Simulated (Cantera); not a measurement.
Low-pressure radical oxidation in H2/O2

An isothermal, constant-pressure homogeneous reactor starts with H2 : O2 : N2 = 0.0063 : 1 : 3.5 (molar parts), equivalence ratio 0.0032, at 1425 K and 0.00860 bar.

Detailed kinetics in Cantera: GRI-Mech 3.0 (53 species, 325 reactions). Radical loss at walls, strong at low pressure, is not modelled.

```csv
t (s),x H2,x O2,x OH,x H,x NO,x H2O2
2.00e-5,0.00140,0.222,9.94e-12,1.22e-10,<1e-12,<1e-12
5.53e-5,0.00140,0.222,6.94e-11,2.95e-10,<1e-12,<1e-12
0.000153,0.00140,0.222,4.22e-10,5.90e-10,<1e-12,<1e-12
0.000423,0.00140,0.222,2.00e-9,8.83e-10,<1e-12,<1e-12
0.00117,0.00140,0.222,7.58e-9,1.26e-9,<1e-12,1.32e-12
0.00323,0.00140,0.222,3.14e-8,2.82e-9,<1e-12,6.72e-12
0.00894,0.00140,0.222,2.72e-7,1.86e-8,<1e-12,2.51e-11
0.0247,0.00134,0.222,3.48e-5,2.33e-6,4.41e-12,7.81e-11
0.0684,5.57e-6,0.221,0.000208,2.55e-5,1.39e-9,5.68e-10
0.189,3.41e-6,0.221,0.000196,2.38e-5,7.70e-9,5.16e-10
0.523,3.28e-6,0.221,0.000192,2.23e-5,2.84e-8,5.04e-10
1.45,2.93e-6,0.221,0.000182,1.88e-5,8.66e-8,4.72e-10
4.00,2.23e-6,0.221,0.000158,1.23e-5,2.19e-7,3.98e-10
```
x: mole fraction; the columns are a selection and need not sum to one.

Equilibrium at this temperature and pressure: H2 2.12e-8, O2 0.221, OH 1.55e-5, H 1.08e-8, NO 0.000851, H2O2 7.98e-12 (gas phase only).
